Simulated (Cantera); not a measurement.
Mixture: CH4 : C2H6 : C3H8 : O2 : N2 : H2O = 1 : 0.14 : 0.73 : 7.87 : 29.6 : 5.8 (molar parts), at 28.0 bar, adiabatic and at constant pressure. Ignition delay is the time to a rise of 400 K.

Model: GRI-Mech 3.0 (53 species, 325 reactions), integrated in Cantera. GRI-Mech 3.0 was tuned for natural gas; its chemistry of propane as a main component is partial and can be far from experiment. The pressure lies above the range GRI-Mech 3.0 was tuned for (to about 10 atm).

Q: At T0 = 1600 K, what is the delay, and which 7 reactions control it most (d ln τ / d ln k, from doubling and halving each rate constant)?

A: The delay is 5.55 µs.
| reaction | d ln τ / d ln k | faster rate |
|---|---|---|
| CH3 + HO2 <=> CH3O + OH | -0.37 | shortens it |
| H + O2 <=> O + OH | -0.34 | shortens it |
| C2H5 + CH3 (+M) <=> C3H8 (+M) | -0.33 | shortens it |
| 2 CH3 (+M) <=> C2H6 (+M) | 0.17 | lengthens it |
| C2H4 + OH <=> C2H3 + H2O | -0.16 | shortens it |
| C3H8 + H <=> C3H7 + H2 | 0.12 | lengthens it |
| CH3 + H (+M) <=> CH4 (+M) | 0.11 | lengthens it |
